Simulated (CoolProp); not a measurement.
A single-stage vapour-compression cycle with the fluid: evaporating at 227.15 K (dew point), condensing at 254.15 K (bubble point), superheat 10 K, subcooling 5 K, compressor efficiency 0.8, no pressure losses. The same conditions are run with several fluids, on thermodynamics alone (safety and materials aside).

The numbers come from the reference Helmholtz-energy equation of state of each fluid (chlorine: Thol 2021; ammonia: Gao 2020; n-butane: Bücker 2006; dimethyl ether: Wu 2011; R143a: Lemmon and Jacobsen 2000; C3F8 (R218): Lemmon 2006) in CoolProp.

```csv
fluid,cooling COP,pressure ratio,discharge temperature (K),refrigerating effect (kJ/kg),volumetric capacity (kJ/m³)
chlorine,5.93,3.25,337.1,278,585
ammonia,5.85,3.86,346.0,1330,599
n-butane,6.34,3.94,278.4,390,139
dimethyl ether,6.22,3.56,293.1,453,391
R143a,6.19,3.04,280.0,204,977
C3F8 (R218),6.17,3.24,261.6,93.9,606
```
